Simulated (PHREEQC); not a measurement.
Dissolve 5.1 mol/kgw LiCl and 0.5 mol/kgw BaCl2 at 25 °C. Closed to the air; pH follows from the charge balance.

Computed with PHREEQC (Pitzer model, pitzer.dat).

No solid was allowed to form.

Q: Estimate the activity of water.

A: activity of water 0.716.

Complexes and solids missing from the database can't appear.
